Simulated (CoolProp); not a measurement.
CH2F2 (R32) along the isobar 212 kPa: fugacity coefficient from the reference equation and from simpler models built on Tc = 78.1 °C, pc = 5783 kPa, ω = 0.277; each cubic takes its own stable root.

The numbers come from the reference Helmholtz-energy equation of state, Tillner-Roth 1997 in CoolProp.

```json
[
 {"T (°C)": "-60.55", "phase": "liquid", "reference": "0.2893"},
 {"T (°C)": "-48.25", "phase": "liquid", "reference": "0.5427"},
 {"T (°C)": "-23.65", "phase": "gas", "reference": "0.9493"},
 {"T (°C)": "-11.35", "phase": "gas", "reference": "0.9581"},
 {"T (°C)": "1.05", "phase": "gas", "reference": "0.9650"},
 {"T (°C)": "13.35", "phase": "gas", "reference": "0.9703"},
 {"T (°C)": "25.65", "phase": "gas", "reference": "0.9746"},
 {"T (°C)": "37.95", "phase": "gas", "reference": "0.9781"},
 {"T (°C)": "50.25", "phase": "gas", "reference": "0.9809"},
 {"T (°C)": "62.55", "phase": "gas", "reference": "0.9833"},
 {"T (°C)": "74.85", "phase": "gas", "reference": "0.9853"},
 {"T (°C)": "87.25", "phase": "gas", "reference": "0.9871"},
 {"T (°C)": "99.55", "phase": "gas", "reference": "0.9885"}
]
```

Q: How far does each simpler model (Redlich-Kwong, Soave-Redlich-Kwong) lie from the reference over these 13 states: mean and median of the absolute difference, and the worst?

A: 
- Redlich-Kwong: mean 14.6 %, median 0.6 %, worst +105.6 % at -60.55 °C and 212 kPa
- Soave-Redlich-Kwong: mean 0.6 %, median 0.3 %, worst -2.2 % at -60.55 °C and 212 kPa

At some of these states Redlich-Kwong gives the other phase, because its saturation line lies elsewhere.
